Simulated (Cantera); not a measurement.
Charge: 1 mol BN, 29 mol H2O, 0.57 mol H2, at 1000 Pa.

Method: chemical equilibrium by Gibbs-energy minimisation in Cantera with the NASA 1993 tables (ideal gas, pure condensed phases). Candidate condensed phases: B, BN, B2O3, B3O3H3, H2O; 39 gas species. Gases not in the tables: H3BO3. The numbers say what is thermodynamically allowed, not how fast it happens.

Q: Which condensed phases are stable at each of these points (T (K)): 775, 875, 975, 1075, 1175, 1275, 1375, 1475, 1575, 1675, 1775, 1875, 1975, 2075?

A: 
```json
[
 {"T (K)": "775", "condensed phases": "B2O3(l)", "B condensed (%)": "13.9"},
 {"T (K)": "875", "condensed phases": "B2O3(l)", "B condensed (%)": "56.0"},
 {"T (K)": "975", "condensed phases": "B2O3(l)", "B condensed (%)": "74.7"},
 {"T (K)": "1075", "condensed phases": "B2O3(l)", "B condensed (%)": "81.5"},
 {"T (K)": "1175", "condensed phases": "B2O3(l)", "B condensed (%)": "73.4"},
 {"T (K)": "1275", "condensed phases": "B2O3(l)", "B condensed (%)": "28.0"},
 {"T (K)": "1375", "condensed phases": "gas only", "B condensed (%)": "0.0"},
 {"T (K)": "1475", "condensed phases": "gas only", "B condensed (%)": "0.0"},
 {"T (K)": "1575", "condensed phases": "gas only", "B condensed (%)": "0.0"},
 {"T (K)": "1675", "condensed phases": "gas only", "B condensed (%)": "0.0"},
 {"T (K)": "1775", "condensed phases": "gas only", "B condensed (%)": "0.0"},
 {"T (K)": "1875", "condensed phases": "gas only", "B condensed (%)": "0.0"},
 {"T (K)": "1975", "condensed phases": "gas only", "B condensed (%)": "0.0"},
 {"T (K)": "2075", "condensed phases": "gas only", "B condensed (%)": "0.0"}
]
```

From 775 K to 1275 K the condensed part is B2O3(l). From 1375 K to 2075 K nothing is condensed.
